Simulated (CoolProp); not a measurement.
Properties of toluene along the isobar 6.86 bar (Tc = 318.6 °C, pc = 41.26 bar, ω = 0.266).

Computed with CoolProp (reference Helmholtz-energy equation of state, Lemmon 2006). It is a short technical equation, of lower accuracy than the large ones.

```
T (°C)   phase  Joule-Thomson coefficient (K/MPa)  isothermal compressibility (1/MPa)  expansivity (1/kK)  conductivity (mW/(m K))  Prandtl number  fugacity coefficient
------  ------  ---------------------------------  ----------------------------------  ------------------  -----------------------  --------------  --------------------
-85.65  liquid                            -0.5713                           0.0004389                   ?                      158            93.1              2.795e-7
-61.35  liquid                            -0.5608                           0.0005134              0.9987                      153            28.4                     ?
-36.95  liquid                            -0.5403                           0.0006015               1.007                      147            15.7              8.381e-5
-12.65  liquid                            -0.5132                           0.0007064               1.027                      141            10.7             0.0005819
11.75   liquid                            -0.4814                           0.0008341               1.056                      134            8.12              0.002766
36.05   liquid                            -0.4465                           0.0009910                   ?                      127            6.65              0.009791
60.35   liquid                            -0.4087                            0.001188               1.150                      121            5.73                     ?
84.75   liquid                            -0.3672                            0.001443               1.219                      114            5.11               0.06671
109.05  liquid                            -0.3208                            0.001778               1.307                      108            4.68                     ?
133.45  liquid                            -0.2665                            0.002239               1.424                      102            4.36                0.2599
157.75  liquid                            -0.1998                            0.002899               1.581                     96.3            4.11                0.4425
182.05  liquid                            -0.1115                            0.003909               1.804                     91.2            3.89                     ?
206.45     gas                              18.41                               1.731               3.447                     27.3           0.774                     ?
```

Problem. What belongs in the gaps?

Solution. 
- -85.65, expansivity (1/kK): 1.002
- -61.35, fugacity coefficient: 7.028e-6
- 36.05, expansivity (1/kK): 1.097
- 60.35, fugacity coefficient: 0.02781
- 109.05, fugacity coefficient: 0.1390
- 182.05, fugacity coefficient: 0.6985
- 206.45, fugacity coefficient: 0.8783

Viscosity comes from a separate model (Avgeri 2015). Thermal conductivity comes from a separate model (Assael 2012).
